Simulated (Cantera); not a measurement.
A closed system holds: 1 mol SiC, 2.6 mol H2O, 910 mol N2, held at 1723 K and 0.00900 Torr.

Method: chemical equilibrium by Gibbs-energy minimisation in Cantera with the NASA 1993 tables (ideal gas, pure condensed phases). Candidate condensed phases: C, C6H6, C7H8, C8H18, H2O, Si, SiC, SiO2, Si2N2O, Si3N4; 151 gas species. The numbers say what is thermodynamically allowed, not how fast it happens.

Base state: N2 0.994, H 0.00196, H2 0.00139, SiO 0.00109, CO 0.000999, H2O 0.000456, CO2 9.35e-5, O 3.97e-5 (mole fractions); condensed: gas only.

Question: What changes in the equilibrium state with this change: temperature from 1723 K to 1348 K?

Answer: 
```
species                before     after
-------------------  --------  --------
N2                      0.994     0.996
H2                    0.00139   0.00282
CO                   0.000999   0.00109
H                     0.00196   3.55e-5
SiO                   0.00109  0.000446
O                     3.97e-5     <1e-9
OH                    3.53e-5   1.35e-9
NO                    1.87e-5     <1e-9
CO2                   9.35e-5   1.32e-6
SiO2(β-quartz), mol         0     0.593
```
The tables hold silica as quartz up to 1696 K and as liquid above; real silica turns to tridymite and cristobalite and melts near 1996 K.

Question: What changes in the equilibrium state with this change: pressure from 0.00900 Torr to 0.0975 Torr?

Answer: 
| species | before | after |
|---|---|---|
| N2 | 0.994 | 0.995 |
| H2 | 0.00139 | 0.00193 |
| SiO | 0.00109 | 0.00109 |
| H | 0.00196 | 0.000703 |
| O | 3.97e-5 | 3.19e-6 |
| NO | 1.87e-5 | 4.95e-6 |
| OH | 3.53e-5 | 1.10e-5 |
| H2O | 0.000456 | 0.000553 |
